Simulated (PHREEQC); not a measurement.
A made-up water analysis in mg/L, 25 °C, pH 6.3, pe 0.3:

```json
[
 {"constituent": "Na", "mg/L": "5.6"},
 {"constituent": "K", "mg/L": "0.0334"},
 {"constituent": "Ca", "mg/L": "1.68"},
 {"constituent": "Mg", "mg/L": "0.175"},
 {"constituent": "Cl", "mg/L": "5.67"},
 {"constituent": "S(6) as SO4", "mg/L": "1.21"},
 {"constituent": "Alkalinity as HCO3", "mg/L": "8.86"},
 {"constituent": "Fe(2)", "mg/L": "0.0167"},
 {"constituent": "Si as SiO2", "mg/L": "0.486"},
 {"constituent": "F", "mg/L": "0.0123"},
 {"constituent": "N(-3) as NH4", "mg/L": "0.00271"},
 {"constituent": "B", "mg/L": "0.0383"}
]
```

Valence states are taken as typed.

Computed with PHREEQC (ion-association model, phreeqc.dat).

```
quantity               before     after
-------------------  --------  --------
CO2 (mol/kgw)        0.000160  0.000321
HCO3- (mol/kgw)      0.000146  0.000146
CaSO4 (mol/kgw)       7.73e-8   7.73e-8
CaHCO3+ (mol/kgw)     7.08e-8   7.11e-8
NaHCO3 (mol/kgw)      1.90e-8   1.91e-8
MgSO4 (mol/kgw)       1.75e-8   1.75e-8
SI of Quartz (SiO2)     -1.11     -1.11
```

**Question.** Which change was made?
A. pH from 6.3 to 6 at the same alkalinity
B. S(6) from 1.21 to 2.42 mg/L
C. all concentrations times 2 at the same typed pH
D. Fe(2) from 0.0167 to 0.0334 mg/L
E. pH from 6.3 to 6.6 at the same alkalinity

**Answer.** A, pH from 6.3 to 6 at the same alkalinity

Precipitation was switched off in this run. SiF6-2 is the database's only silicon fluoride. Real BF4- forms and hydrolyses slowly; the run takes it at equilibrium. Fluoro complexes past AlF4- and FeF3 are missing from the database.
